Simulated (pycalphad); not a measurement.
# Effect of Sn content in Al-Si-Sn

Source of the numbers: pycalphad with the COST 507 light-alloy database (1999); pressure 1 atm. The data set is of 1999 and partly superseded. Not assessed as a whole: an extrapolation from subsystems, which can miss ternary compounds. Amounts are mole fractions of atoms.

```json
[
 {"alloy": "Al-3.403Si-1.819Sn (wt.%)", "liquidus (°C)": "637", "first solid": "fcc", "solidus (°C)": "229", "phases at 577 °C": "fcc 0.78, liquid 0.22"},
 {"alloy": "Al-3.387Si-2.415Sn (wt.%)", "liquidus (°C)": "___", "first solid": "fcc", "solidus (°C)": "229", "phases at 577 °C": "___"},
 {"alloy": "Al-3.355Si-3.588Sn (wt.%)", "liquidus (°C)": "634", "first solid": "fcc", "solidus (°C)": "229", "phases at 577 °C": "fcc 0.74, liquid 0.26"},
 {"alloy": "Al-3.325Si-4.741Sn (wt.%)", "liquidus (°C)": "632", "first solid": "fcc", "solidus (°C)": "229", "phases at 577 °C": "fcc 0.71, liquid 0.29"},
 {"alloy": "Al-3.265Si-6.983Sn (wt.%)", "liquidus (°C)": "629", "first solid": "fcc", "solidus (°C)": "229", "phases at 577 °C": "fcc 0.67, liquid 0.33"}
]
```

Question: Some entries are withheld; supply them.

Answer: 
- Al-3.387Si-2.415Sn (wt.%), liquidus (°C): 636
- Al-3.387Si-2.415Sn (wt.%), phases at 577 °C: fcc 0.76, liquid 0.24
